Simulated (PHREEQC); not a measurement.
A made-up water analysis in mmol/kgw, 95 °C, pH 6.53, pe 11.8:

| constituent | mmol/kgw |
|---|---|
| Na | 347 |
| K | 0.507 |
| Ca | 49.3 |
| Mg | 26 |
| Cl | 513 |
| S(6) | 2.24 |
| Alkalinity (meq/kgw) | 0.051 |
| Si | 0.805 |
| O(0) (counted as O atoms) | 0.52 |

Valence states are taken as typed.

The numbers come from PHREEQC with the ion-association model, wateq4f.dat.

Each row changes one thing in this solution. This is a speciation only: nothing precipitates in the calculation.

| case | MgSO4 (mol/kgw) | CaSO4 (mol/kgw) | HCO3- (mol/kgw) | MgOH+ (mol/kgw) | CO2 (mol/kgw) | H3SiO4- (mol/kgw) | SI of Quartz (SiO2) |
|---|---|---|---|---|---|---|---|
| as made | 0.000686 | 0.000385 | 1.80e-5 | 1.78e-5 | 7.73e-6 | 3.83e-6 | +0.12 |
| pH from 6.53 to 6.23 at the same alkalinity | 0.000686 | 0.000385 | 2.70e-5 | 8.92e-6 | 2.31e-5 | 1.92e-6 | +0.12 |
| Alkalinity from 0.051 to 0.102 mmol/kgw | 0.000686 | 0.000385 | 5.18e-5 | 1.78e-5 | 2.22e-5 | 3.83e-6 | +0.12 |
| temperature from 95 to 55 °C at the same typed pH | 0.000483 | 0.000440 | 3.43e-5 | 1.39e-6 | 1.17e-5 | 1.75e-6 | +0.56 |

Some of these states are supersaturated (in Quartz (slow to form), Chalcedony (slow to form), for instance). Away from 25 °C the constants follow the database's enthalpies or fits; those with neither stay at their 25 °C values.
